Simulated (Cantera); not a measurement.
Mixture: 6.39 % C3H8, 22.8 % O2, 66.4 % N2, 4.41 % H2O, at 2600000 Pa, adiabatic and at constant volume. Ignition delay is the time to a rise of 400 K.

Computed with Cantera and GRI-Mech 3.0 (53 species, 325 reactions). GRI-Mech 3.0 was tuned for natural gas; its chemistry of propane as a main component is partial and can be far from experiment. The pressure lies above the range GRI-Mech 3.0 was tuned for (to about 10 atm).

Problem. Predict: delay at 1200 K; delay at 1350 K; delay at 1500 K; delay at 1650 K; apparent activation energy between 1575 and 1725 K.

Solution. 
```json
{
  "delay at 1200 K": "0.661 ms",
  "delay at 1350 K": "63.0 µs",
  "delay at 1500 K": "9.22 µs",
  "delay at 1650 K": "2.24 µs",
  "apparent activation energy between 1575 and 1725 K": "180 kJ/mol"
}
```
